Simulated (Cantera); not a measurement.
Input: 1 mol Si₂H₆, 3.3 mol H₂O, 0.45 mol H₂, 1.4 mol O₃, held at 6.30 Pa.

Cantera equilibrium calculation (NASA polynomials, part measured and part estimated; ideal gas, pure solids and liquids). Candidate condensed phases: H₂O, Si, SiO₂; 18 gas species. The feed counts by its element totals alone. The numbers say what is thermodynamically allowed, not how fast it happens. All values below are at 975 K.

Base state: H₂O 0.519, H₂ 0.481 (mole fractions); condensed: SiO₂(β-quartz).

### Question
What changes in the equilibrium state with this change: 0.19 mol Cl₂ added?

### Answer
```csv
species,before,after
H₂O,0.519,0.504
H₂,0.481,0.441
HCl,0,0.0548
"SiO₂(β-quartz), mol",2.00,2.00
```
